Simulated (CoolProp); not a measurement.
Computed with CoolProp (reference Helmholtz-energy equation of state, Lemmon 2005). It is a short technical equation, of lower accuracy than the large ones.

### Question
For isobutene, give the phase and the cv (kJ/(kg K)), speed of sound (m/s) at 78.85 °C and 54.3 kPa; 54.95 °C and 112 kPa.

### Answer
- 78.85 °C and 54.3 kPa: gas; cv 1.65, speed of sound 237
- 54.95 °C and 112 kPa: gas; cv 1.57, speed of sound 227
